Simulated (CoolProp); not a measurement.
A Linde-Hampson liquefier for CF4 (R14): isothermal reversible compression at 280 K from 1 atm to 20 MPa, throttling to 1 atm, return gas leaving the recuperator 0 K below the feed. Each further row changes one setting.

Model: reference Helmholtz-energy equation of state, Platzer 1990, in CoolProp. This equation is an older, rougher fit; its heat capacities, sound speeds and derivatives of the liquid may be far off and weren't checked against measurements.

| case | liquid yield per pass | compression work (kJ/kg of gas) |
|---|---|---|
| as stated | ? | 121 |
| high pressure 40 MPa | ? | ? |
| warm-end temperature 310 K | ? | ? |
| warm-end gap 5 K | ? | 121 |

Problem. Complete the blanks.

Solution. 
- as stated, liquid yield per pass: 0.331
- high pressure 40 MPa, liquid yield per pass: 0.342
- high pressure 40 MPa, compression work (kJ/kg of gas): 140
- warm-end temperature 310 K, liquid yield per pass: 0.249
- warm-end temperature 310 K, compression work (kJ/kg of gas): 141
- warm-end gap 5 K, liquid yield per pass: 0.320
